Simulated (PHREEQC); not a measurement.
# Acid rinse or clean (model solution)

Consider water at 80 °C with 29 mmol/kgw HBr, 0.31 mmol/kgw NaCl and 0.059 mmol/kgw MgCl2. Closed to the air; pH follows from the charge balance.

Computed with PHREEQC (ion-association model, phreeqc.dat).

Each row changes one thing in this solution. This is a speciation only: nothing precipitates in the calculation.

```tsv
case	pH	ionic strength (mol/kgw)
as made	1.60	0.0295
0.0013 mol/kgw Na2SO4 added	1.62	0.0312
MgCl2 from 5.9e-05 to 5.31e-05 mol/kgw	1.60	0.0295
NaCl left out	1.60	0.0292
HBr from 0.029 to 0.0145 mol/kgw	1.89	0.0150
temperature from 80 to 30 °C	1.60	0.0295
0.028 mol/kgw H3PO4 added	?	?
HBr left out	6.28	0.000487
```

Question: Some entries are withheld; supply them.

Answer: 
- 0.028 mol/kgw H3PO4 added, pH: 1.55
- 0.028 mol/kgw H3PO4 added, ionic strength (mol/kgw): 0.0335

Constants without temperature data keep their 25 °C values here.
